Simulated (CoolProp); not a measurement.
A simple Rankine cycle with trans-2-butene: condensing at 293.15 K, boiler at 0.763 MPa, turbine inlet 381.5 K, turbine efficiency 0.85, pump efficiency 0.6, no recuperator. Each further row changes one setting.

Values from CoolProp's reference Helmholtz-energy equation of state, Lemmon 2005. It is a short technical equation, of lower accuracy than the large ones.

```tsv
case	thermal efficiency (%)	net work (kJ/kg)	heat in (kJ/kg)	turbine exit temperature (K)	volume ratio over the turbine
as stated	10.5	55.0	526	342.5	3.70
turbine inlet 401.5 K	10.4	58.9	567	362.9	3.68
condensing temperature 285.15 K	12.1	65.8	544	335.4	4.78
boiler pressure 0.534 MPa	7.9	42.1	533	353.6	2.59
turbine efficiency 0.75	9.2	48.3	526	346.2	3.75
```
